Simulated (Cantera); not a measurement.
## Equilibrium for aluminium and copper etching: Cu + HF + N₂

A closed system holds: 1 mol Cu, 1.2 mol HF, 1.8 mol N₂, held at 4.90e-5 bar.

These are equilibrium values from Cantera (NASA tables, ideal gas, pure condensed phases), not measurements of a reactor. Candidate condensed phases: Cu, CuF₂; 25 gas species. The numbers say what is thermodynamically allowed, not how fast it happens.

```tsv
T (°C)	x N₂	x HF	x Cu	x CuF	x H₂	n Cu(s)	n Cu(l)
525	0.600	0.400	1.21e-11	6.59e-8	3.30e-8	1.00	0
625	0.600	0.400	3.33e-9	1.17e-6	5.86e-7	1.000	0
725	0.600	0.400	2.94e-7	1.17e-5	5.83e-6	1.000	0
825	0.600	0.400	1.14e-5	7.59e-5	3.79e-5	1.000	0
925	0.600	0.399	0.000237	0.000360	0.000180	0.998	0
1025	0.598	0.397	0.00307	0.00133	0.000664	0.987	0
1125	0.583	0.385	0.0265	0.00392	0.00194	0	0.906
```
x: gas mole fraction; n: condensed amount in mol.

From 525 °C to 1025 °C the condensed part is Cu(s). At 1125 °C the condensed part is Cu(l). The main Cu-bearing gas is CuF at 525 °C and Cu at 1125 °C.
